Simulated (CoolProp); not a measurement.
A closed Brayton cycle with carbon dioxide: compressor inlet 329.15 K and 9.8 MPa, high pressure 22.5 MPa, turbine inlet 705 K, compressor efficiency 0.8, turbine efficiency 0.85, recuperator effectiveness 0.9 (on enthalpy, no pinch check). Each further row changes one setting.

Model: reference Helmholtz-energy equation of state, Span 1996, in CoolProp.

```
case                           thermal efficiency (%)  net work (kJ/kg)  compressor to turbine work  compressor exit (K)  turbine exit (K)
-----------------------------  ----------------------  ----------------  --------------------------  -------------------  ----------------
as stated                                        24.3              46.4                        0.47                393.0             617.4
turbine inlet 655 K                               ___               ___                        0.51                393.0               ___
compressor inlet 339.15 K                         ___              39.7                        0.54                  ___             617.4
high pressure 19.1 MPa                            ___              39.8                        0.44                380.1               ___
recuperator effectiveness 0.5                     ___              46.4                        0.47                393.0             617.4
```

**Question.** What belongs in the gaps?

**Answer.** 
- turbine inlet 655 K, thermal efficiency (%): 21.8
- turbine inlet 655 K, net work (kJ/kg): 38.8
- turbine inlet 655 K, turbine exit (K): 570.5
- compressor inlet 339.15 K, thermal efficiency (%): 22.4
- compressor inlet 339.15 K, compressor exit (K): 411.2
- high pressure 19.1 MPa, thermal efficiency (%): 23.4
- high pressure 19.1 MPa, turbine exit (K): 634.5
- recuperator effectiveness 0.5, thermal efficiency (%): 15.6
